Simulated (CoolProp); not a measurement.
Properties of fluorine along the isobar 1.99 MPa.

Computed with CoolProp (reference Helmholtz-energy equation of state, de Reuck 1990).

```csv
T (K),phase,density (kg/m³),isothermal compressibility (1/MPa)
107.8,liquid,1331,0.004029
125.3,gas,95.83,0.7216
142.7,gas,74.66,0.6014
160.2,gas,62.88,0.5610
177.7,gas,54.90,0.5408
195.2,gas,48.98,0.5290
212.6,gas,44.37,0.5215
230.1,gas,40.61,0.5164
247.6,gas,37.48,0.5128
265.1,gas,34.83,0.5101
282.5,gas,32.55,0.5081
300,gas,30.56,0.5065
```
